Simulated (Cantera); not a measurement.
An isothermal, constant-pressure homogeneous reactor starts with NH₃ : N₂ = 1 : 0.42 (molar parts), at 2300 K and 31000 Pa.

Computed with Cantera and the gas-phase N/H chemistry of the illustrative SiF4/NH3 mechanism in the Surface Chemkin manual (1991). Walls and surfaces, which speed up NH3 decomposition in real reactors, are not modelled.

One state of this run: x NH₃ = 0.0204; x N = 7.66e-6; x H₂ = 0.599; x N₂H₂ = 3.13e-7; x NH₂ = 0.000320. x: mole fraction; the columns are a selection and need not sum to one.

Question: Which value of t (s) does it belong to?
(A) 1.36e-5
(B) 0.0261
(C) 0.536
(D) 50.0

Answer: B, 0.0261
